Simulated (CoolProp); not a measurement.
Vapour-liquid equilibrium of cyclohexane (1) + ethylbenzene (2) at 205.75 °C; x and y are mole fractions of (1).

Values from CoolProp's multi-fluid Helmholtz-energy mixture model, Zhou 2014 and Zhou 2012; pair parameters Bell 2016.

| x | bubble pressure (kPa) | y at the bubble point | dew pressure at overall composition x (kPa) | liquid density (mol/L) |
|---|---|---|---|---|
| 0.05 | 534.5 | 0.130 | 500.8 | 6.475 |
| 0.15 | 640.3 | 0.329 | 543.6 | 6.511 |
| 0.25 | 745.0 | 0.474 | 593.8 | 6.545 |
| 0.35 | 847.4 | 0.585 | 653.6 | 6.577 |
| 0.45 | 947.1 | 0.673 | 725.4 | 6.607 |
| 0.55 | 1044 | 0.746 | 812.8 | 6.634 |
| 0.65 | 1139 | 0.809 | 919.8 | 6.660 |
| 0.75 | 1234 | 0.866 | 1050 | 6.685 |
| 0.85 | 1328 | 0.920 | 1206 | 6.710 |
| 0.95 | 1424 | 0.973 | 1381 | 6.736 |

No azeotrope shows between x = 0.05 and 0.95.

Pair parameters are fitted to limited data, so mixtures are less certain than the pure fluids.
